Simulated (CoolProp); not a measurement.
Model: reference Helmholtz-energy equation of state, Lemmon 2006, in CoolProp. It is a short technical equation, of lower accuracy than the large ones.

For C3F8 (R218), give the phase and the cv (kJ/(kg K)), Joule-Thomson coefficient (K/MPa), conductivity (mW/(m K)) at 279.7 K and 0.101 MPa; 399.9 K and 0.101 MPa.


- 279.7 K and 0.101 MPa: gas; cv 0.720, Joule-Thomson coefficient 16.1, conductivity 11.1
- 399.9 K and 0.101 MPa: gas; cv 0.884, Joule-Thomson coefficient 5.17, conductivity 21.1

Thermal conductivity comes from a separate model (Huber 2003), an estimate that may be off by 10 % or more.
